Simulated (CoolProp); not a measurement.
Saturation properties of n-octane (Tc = 295.6 °C, pc = 24.84 bar, ω = 0.398).

Computed with CoolProp (reference Helmholtz-energy equation of state, Beckmüller 2019).

```json
[
 {"T (°C)": "14.95", "p (bar)": "0.01038", "liquid density (kg/m³)": "706.6", "enthalpy of vaporisation (kJ/kg)": "369.3", "liquid cp (kJ/(kg K))": "2.192", "surface tension (mN/m)": "22.2", "vapour viscosity (µPa s)": "5.54"},
 {"T (°C)": "53.05", "p (bar)": "0.07724", "liquid density (kg/m³)": "675.5", "enthalpy of vaporisation (kJ/kg)": "347.0", "liquid cp (kJ/(kg K))": "2.334", "surface tension (mN/m)": "18.5", "vapour viscosity (µPa s)": "(withheld)"},
 {"T (°C)": "91.15", "p (bar)": "0.3483", "liquid density (kg/m³)": "642.8", "enthalpy of vaporisation (kJ/kg)": "324.0", "liquid cp (kJ/(kg K))": "2.492", "surface tension (mN/m)": "15.0", "vapour viscosity (µPa s)": "6.92"},
 {"T (°C)": "129.25", "p (bar)": "1.119", "liquid density (kg/m³)": "(withheld)", "enthalpy of vaporisation (kJ/kg)": "299.0", "liquid cp (kJ/(kg K))": "2.664", "surface tension (mN/m)": "11.7", "vapour viscosity (µPa s)": "(withheld)"},
 {"T (°C)": "167.45", "p (bar)": "2.846", "liquid density (kg/m³)": "568.8", "enthalpy of vaporisation (kJ/kg)": "270.2", "liquid cp (kJ/(kg K))": "(withheld)", "surface tension (mN/m)": "8.48", "vapour viscosity (µPa s)": "8.33"},
 {"T (°C)": "205.55", "p (bar)": "6.112", "liquid density (kg/m³)": "523.7", "enthalpy of vaporisation (kJ/kg)": "235.3", "liquid cp (kJ/(kg K))": "3.076", "surface tension (mN/m)": "5.46", "vapour viscosity (µPa s)": "9.29"},
 {"T (°C)": "243.65", "p (bar)": "11.65", "liquid density (kg/m³)": "466.7", "enthalpy of vaporisation (kJ/kg)": "189.0", "liquid cp (kJ/(kg K))": "3.406", "surface tension (mN/m)": "2.67", "vapour viscosity (µPa s)": "10.9"},
 {"T (°C)": "281.75", "p (bar)": "20.47", "liquid density (kg/m³)": "(withheld)", "enthalpy of vaporisation (kJ/kg)": "111.8", "liquid cp (kJ/(kg K))": "4.704", "surface tension (mN/m)": "0.434", "vapour viscosity (µPa s)": "15.3"}
]
```

### Question
Complete the blanks.

### Answer

- 53.05, vapour viscosity (µPa s): 6.24
- 129.25, liquid density (kg/m³): 607.7
- 129.25, vapour viscosity (µPa s): 7.59
- 167.45, liquid cp (kJ/(kg K)): 2.854
- 281.75, liquid density (kg/m³): 374.1

It boils at 125.6 °C under 1 atm.

Viscosity comes from a separate model (Huber 2004). Surface tension comes from a separate correlation (Mulero 2012).
